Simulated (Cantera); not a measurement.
A perfectly stirred reactor is fed with CH4 : O2 : N2 = 1 : 1.11 : 4.18 (molar parts), at 5.33 atm; it is adiabatic with a 373 K inlet, and is followed from long to short residence time, starting on the burning branch (τ in s: 0.11, 0.042, 0.016, 0.0062, 0.0024, 0.0009, 0.00034, 0.00013, 5e-05).

Computed with Cantera and GRI-Mech 3.0 (53 species, 325 reactions).

One state of this run: T (K) = 1815; x CH4 = 0.0187; x O2 = 0.00385; x HCN = 3.51e-6; x CO = 0.0721; x H2O2 = 1.08e-7. x: mole fraction; the columns are a selection and need not sum to one.

Task: Which value of τ (s) does it belong to?
A) 0.0024
B) 0.0062
C) 5.0e-5
D) 0.11

Result: B, 0.0062
